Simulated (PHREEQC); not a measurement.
Silver or lead bath: speciation

Solution (25 °C): 0.00034 mol/kgw Ag2SO4, 0.0002 mol/kgw NaNO3 and 0.00041 mol/kgw Cu(NO3)2. Closed to the air; pH follows from the charge balance.

Model: ion-association model, wateq4f.dat, run in PHREEQC.

Each row changes one thing in this solution. Precipitation was switched off in this run.

```json
[
 {"case": "as made", "pH": "5.50", "ionic strength (mol/kgw)": "0.00237", "Cu+2 (mol/kgw)": "0.000391", "SO4-2 (mol/kgw)": "0.000320", "CuSO4 (mol/kgw)": "1.67e-5", "AgSO4- (mol/kgw)": "3.41e-6", "SI of Tenorite (CuO)": "-0.13"},
 {"case": "0.00011 mol/kgw HF added", "pH": "4.04", "ionic strength (mol/kgw)": "0.00247", "Cu+2 (mol/kgw)": "0.000393", "SO4-2 (mol/kgw)": "0.000317", "CuSO4 (mol/kgw)": "1.66e-5", "AgSO4- (mol/kgw)": "3.37e-6", "SI of Tenorite (CuO)": "-3.03"},
 {"case": "Ag2SO4 from 0.00034 to 0.0034 mol/kgw", "pH": "5.60", "ionic strength (mol/kgw)": "0.0108", "Cu+2 (mol/kgw)": "0.000320", "SO4-2 (mol/kgw)": "0.00305", "CuSO4 (mol/kgw)": "8.75e-5", "AgSO4- (mol/kgw)": "0.000257", "SI of Tenorite (CuO)": "-0.09"},
 {"case": "Cu(NO3)2 from 0.00041 to 0.00205 mol/kgw", "pH": "5.14", "ionic strength (mol/kgw)": "0.00713", "Cu+2 (mol/kgw)": "0.00199", "SO4-2 (mol/kgw)": "0.000280", "CuSO4 (mol/kgw)": "5.69e-5", "AgSO4- (mol/kgw)": "2.61e-6", "SI of Tenorite (CuO)": "-0.19"},
 {"case": "1.3e-05 mol/kgw Ca(OH)2 added", "pH": "6.01", "ionic strength (mol/kgw)": "0.00237", "Cu+2 (mol/kgw)": "0.000374", "SO4-2 (mol/kgw)": "0.000320", "CuSO4 (mol/kgw)": "1.60e-5", "AgSO4- (mol/kgw)": "3.41e-6", "SI of Tenorite (CuO)": "+0.88"},
 {"case": "NaNO3 from 0.0002 to 0.0001 mol/kgw", "pH": "5.50", "ionic strength (mol/kgw)": "0.00227", "Cu+2 (mol/kgw)": "0.000390", "SO4-2 (mol/kgw)": "0.000320", "CuSO4 (mol/kgw)": "1.68e-5", "AgSO4- (mol/kgw)": "3.42e-6", "SI of Tenorite (CuO)": "-0.12"},
 {"case": "Cu(NO3)2 from 0.00041 to 0.0041 mol/kgw", "pH": "4.97", "ionic strength (mol/kgw)": "0.0132", "Cu+2 (mol/kgw)": "0.00400", "SO4-2 (mol/kgw)": "0.000253", "CuSO4 (mol/kgw)": "8.44e-5", "AgSO4- (mol/kgw)": "2.12e-6", "SI of Tenorite (CuO)": "-0.26"},
 {"case": "temperature from 25 to 75 °C", "pH": "5.06", "ionic strength (mol/kgw)": "0.00235", "Cu+2 (mol/kgw)": "0.000380", "SO4-2 (mol/kgw)": "0.000314", "CuSO4 (mol/kgw)": "2.06e-5", "AgSO4- (mol/kgw)": "4.69e-6", "SI of Tenorite (CuO)": "+0.59"},
 {"case": "Cu(NO3)2 from 0.00041 to 0.00082 mol/kgw", "pH": "5.35", "ionic strength (mol/kgw)": "0.00355", "Cu+2 (mol/kgw)": "0.000786", "SO4-2 (mol/kgw)": "0.000307", "CuSO4 (mol/kgw)": "2.97e-5", "AgSO4- (mol/kgw)": "3.14e-6", "SI of Tenorite (CuO)": "-0.13"}
]
```

Some of these states are supersaturated (in Brochantite, Antlerite, Tenorite (slow to form), for instance). Constants without temperature data keep their 25 °C values here.
